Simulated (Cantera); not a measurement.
# Adiabatic ignition

An adiabatic, constant-volume homogeneous reactor starts with 8.60 % CO, 10.3 % H2, 6.76 % O2, 74.3 % N2, equivalence ratio 1.4, at 1775 K and 15000 Torr.

Cantera simulation using GRI-Mech 3.0 (53 species, 325 reactions); the numbers are that mechanism's predictions, not measurements. The hydrogen kinetics of GRI-Mech 3.0 are dated; newer H2 mechanisms differ, most at raised pressure. The pressure lies above the range GRI-Mech 3.0 was tuned for (to about 10 atm).

```csv
t (s),T (K),P (bar),x CO,x H2,x O2,x H2O2,x NO2
3.00e-6,2764,29.4,0.0521,0.0159,0.00390,5.20e-7,1.35e-7
9.11e-6,2864,30.3,0.0482,0.0143,0.00137,2.73e-7,1.25e-7
2.77e-5,2870,30.3,0.0480,0.0142,0.00113,2.41e-7,2.12e-7
8.40e-5,2863,30.2,0.0483,0.0145,0.00104,2.29e-7,4.15e-7
0.000255,2857,30.2,0.0487,0.0147,0.000962,2.17e-7,6.09e-7
0.000775,2856,30.2,0.0487,0.0148,0.000950,2.15e-7,6.38e-7
0.00235,2856,30.2,0.0487,0.0148,0.000950,2.15e-7,6.38e-7
0.00714,2856,30.2,0.0487,0.0148,0.000950,2.15e-7,6.38e-7
0.0217,2856,30.2,0.0487,0.0148,0.000950,2.15e-7,6.38e-7
0.0659,2856,30.2,0.0487,0.0148,0.000950,2.15e-7,6.38e-7
0.200,2856,30.2,0.0487,0.0148,0.000950,2.15e-7,6.38e-7
```
x: mole fraction; the columns are a selection and need not sum to one.

```json
{
 "time_of_steepest_temperature_rise": "0.790 µs",
 "temperature at 0.200 s": "2856 K",
 "equilibrium_temperature": "2856 K",
 "x(CO) at 0.200 s": "0.0487 (gas-phase equilibrium 0.0487)",
 "x(H2) at 0.200 s": "0.0148 (gas-phase equilibrium 0.0148)",
 "x(O2) at 0.200 s": "0.000950 (gas-phase equilibrium 0.000950)"
}
```
